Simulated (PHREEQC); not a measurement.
## Copper plating or etch bath

Make-up at 25 °C: 0.0062 mol/kgw Cu(BF4)2, 3.5e-05 mol/kgw H2SO4 and 3.7e-05 mol/kgw NaCl. Closed to the air; pH follows from the charge balance.

All values are PHREEQC results (ion-association model, wateq4f.dat), not measurements.

Each row changes one thing in this solution. No solid was allowed to form.

```
case                                            pH  ionic strength (mol/kgw)  HF (mol/kgw)  F- (mol/kgw)  H2F2 (mol/kgw)  HF2- (mol/kgw)  SI of Halite (NaCl)  SI of Mirabilite (Na2SO4:10H2O)
--------------------------------------------  ----  ------------------------  ------------  ------------  --------------  --------------  -------------------  -------------------------------
as made                                       2.90                    0.0197       0.00387       0.00238         3.91e-5         3.55e-5               -10.57                           -12.74
diluted 5-fold with water                     3.05                   0.00462       0.00230       0.00185         1.38e-5         1.63e-5                  [?]                              [?]
0.0059 mol/kgw KCl added                      2.90                    0.0256       0.00385       0.00241         3.88e-5         3.58e-5                  [?]                           -12.77
Cu(BF4)2 from 0.0062 to 0.00682 mol/kgw       2.89                    0.0216       0.00398       0.00242         4.14e-5         3.70e-5               -10.58                           -12.76
temperature from 25 to 15 °C                  2.89                    0.0198       0.00329       0.00233         4.04e-5         2.70e-5               -10.54                           -12.24
Cu(BF4)2 replaced by HF at the same molality  2.76                   0.00189       0.00431       0.00173         4.85e-5         2.87e-5               -10.49                           -12.39
```

Question: Fill in the missing entries.

Answer: 
- diluted 5-fold with water, SI of Halite (NaCl): -11.91
- diluted 5-fold with water, SI of Mirabilite (Na2SO4:10H2O): -14.57
- 0.0059 mol/kgw KCl added, SI of Halite (NaCl): -8.38

Real BF4- forms and hydrolyses slowly; the run takes it at equilibrium.
